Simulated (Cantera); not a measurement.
Input (Python, Cantera):

```python
import numpy as np
import cantera as ct

gas = ct.Solution("gri30.yaml", transport_model="mixture-averaged")
show = ['H2O', 'H', 'NH3']

rows = []
print(f"{'T/K':>7s}{'rho':>11s}{'cp':>10s}{'mu':>11s}{'lambda':>11s}{'Pr':>7s}" + "".join(f"{'D_' + s:>11s}" for s in show))
for T in [400, 550, 700, 850, 1000, 1150, 1300]:
    gas.TPX = T, 17, {'NO': 0.5, 'CO2': 0.46}
    Pr = gas.cp_mass * gas.viscosity / gas.thermal_conductivity
    D = [gas.mix_diff_coeffs_mole[gas.species_index(s)] for s in show]
    rows.append([gas.density, gas.cp_mass, gas.viscosity, gas.thermal_conductivity, Pr, *D])
    print(f"{T:7g}{gas.density:11.4e}{gas.cp_mass:10.1f}{gas.viscosity:11.4e}"
          f"{gas.thermal_conductivity:11.4e}{Pr:7.3f}" + "".join(f"{d:11.4e}" for d in D))
print("SI units: kg/m3, J/kg/K, Pa s, W/m/K, m2/s")
```

Result:

```
    T/K        rho        cp         mu     lambda     Pr      D_H2O        D_H      D_NH3
    400 1.8768e-04     963.7 2.1295e-05 2.8801e-02  0.713 1.9822e-01 1.1018e+00 1.9300e-01
    550 1.3649e-04    1038.7 2.7348e-05 3.9606e-02  0.717 3.6552e-01 1.9343e+00 3.5262e-01
    700 1.0724e-04    1101.5 3.2690e-05 4.9929e-02  0.721 5.7282e-01 2.9354e+00 5.4887e-01
    850 8.8318e-05    1151.4 3.7538e-05 5.9688e-02  0.724 8.1557e-01 4.0895e+00 7.7767e-01
   1000 7.5070e-05    1191.1 4.2022e-05 6.8908e-02  0.726 1.0905e+00 5.3852e+00 1.0361e+00
   1150 6.5278e-05    1219.8 4.6223e-05 7.7643e-02  0.726 1.3952e+00 6.8141e+00 1.3221e+00
   1300 5.7746e-05    1243.6 5.0197e-05 8.5946e-02  0.726 1.7278e+00 8.3694e+00 1.6339e+00
SI units: kg/m3, J/kg/K, Pa s, W/m/K, m2/s
```

Detailed kinetics in Cantera: GRI-Mech 3.0 (53 species, 325 reactions). The composition is frozen, though it would react at the higher temperatures.
